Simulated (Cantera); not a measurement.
## Titanium nitride, carbide and oxide coatings: Ti(OiPr)4 + H2O

A closed system holds: 1 mol Ti(OiPr)4, 21 mol H2O, at 1398.15 K and 7500 Pa.

Method: chemical equilibrium by Gibbs-energy minimisation in Cantera with the NASA 1993 tables (ideal gas, pure condensed phases). Candidate condensed phases: C, C6H6, C7H8, C8H18, H2O, Ti, TiC, TiO, TiO2, Ti2O3, Ti3O5, Ti4O7; 113 gas species. The feed counts by its element totals alone. Gases not in the tables: TiO(OH)2. The numbers say what is thermodynamically allowed, not how fast it happens.

```json
{
 "x(H2)": "0.547",
 "x(CO)": "0.219",
 "x(H2O)": "0.198",
 "x(CO2)": "0.0365",
 "x(H)": "1.28e-5",
 "n(TiO2(rutile))": "1.00 mol",
 "gas_amount": "47.00 mol",
 "log10 activity of Ti4O7(s) (absent)": "-1.70",
 "log10 activity of Ti3O5(s) (absent)": "-1.86",
 "log10 activity of Ti2O3(s) (absent)": "-2.35"
}
```
